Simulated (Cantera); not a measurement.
Charge: 1 mol Fe2O3, 0.93 mol H2S, 5.4 mol CO2, 0.33 mol SO3, equilibrated at 852 °C and 0.860 bar.

Equilibrium computed with Cantera from the NASA thermochemical tables; the gas is ideal and each condensed phase is pure. Candidate condensed phases: C, C6H6, C7H8, C8H18, Fe, Fe(CO)5, FeO, Fe(OH)2, Fe(OH)3, FeS, FeSO4, FeS2, Fe2O3, Fe2(SO4)3, Fe3O4, H2O, H2SO4, S; 127 gas species. Mutual solubility and eutectic melting of coexisting phases are not modelled. FeS: taken at fixed stoichiometry. Gases not in the tables: S3 to S7. Rates play no part.

Base state: CO2 0.768, H2O 0.130, SO2 0.0858, CO 0.00616, S2 0.00602, H2S 0.00278, H2 0.000946, COS 0.000572 (mole fractions); condensed: FeS(s) + Fe3O4(s).

Problem. What changes in the equilibrium state with this change: H2S from 0.93 to 1.4 mol?

Solution. 
```json
[
 {"species": "CO2", "before": "0.768", "after": "0.715"},
 {"species": "H2O", "before": "0.130", "after": "0.182"},
 {"species": "SO2", "before": "0.0858", "after": "0.0858"},
 {"species": "H2S", "before": "0.00278", "after": "0.00389"},
 {"species": "H2", "before": "0.000946", "after": "0.00133"},
 {"species": "COS", "before": "0.000572", "after": "0.000533"},
 {"species": "CO", "before": "0.00616", "after": "0.00574"},
 {"species": "FeS(s), mol", "before": "0.550", "after": "0.959"},
 {"species": "Fe3O4(s), mol", "before": "0.483", "after": "0.347"}
]
```
